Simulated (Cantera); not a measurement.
## Gas-phase reforming

An isothermal, constant-pressure homogeneous reactor starts with 40.3 % CH₄, 44.4 % H₂O, 15.3 % H₂, at 1923 K and 4.90 bar.

Model: GRI-Mech 3.0 (53 species, 325 reactions), integrated in Cantera.

```
t (s)       x CH₄   x H₂O   x H₂       x H       x O    x C₂H₄     x HO₂
--------  -------  ------  -----  --------  --------  --------  --------
7.00e-5     0.267   0.404  0.276  0.000184   6.85e-9    0.0122  6.04e-12
0.000180    0.180   0.371  0.366  0.000226   4.58e-9   0.00598  5.01e-12
0.000465    0.104   0.339  0.446  0.000267   3.39e-9   0.00361  4.16e-12
0.00120    0.0557   0.307  0.505  0.000301   2.84e-9   0.00316  3.55e-12
0.00309    0.0345   0.266  0.552  0.000324   2.53e-9   0.00296  2.68e-12
0.00795    0.0272   0.208  0.600  0.000337   2.13e-9   0.00244  1.52e-12
0.0205     0.0209   0.142  0.653  0.000349   1.64e-9   0.00168    <1e-12
0.0528     0.0144  0.0861  0.698  0.000359   1.13e-9  0.000914    <1e-12
0.136     0.00866  0.0493  0.729  0.000366  7.17e-10  0.000373    <1e-12
0.351     0.00428  0.0302  0.746  0.000370  4.63e-10   9.70e-5    <1e-12
0.904     0.00129  0.0226  0.753  0.000372  3.53e-10   9.05e-6    <1e-12
2.33      9.29e-5  0.0210  0.755  0.000373  3.27e-10   4.81e-8    <1e-12
6.00      8.04e-6  0.0209  0.756  0.000373  3.26e-10  4.13e-10    <1e-12
```
x: mole fraction; the columns are a selection and need not sum to one.

Equilibrium at this temperature and pressure: CH₄ 9.15e-6, H₂O 0.0209, H₂ 0.756, H 0.000373, O 3.26e-10, C₂H₄ 5.19e-10, HO₂ <1e-12 (gas phase only).
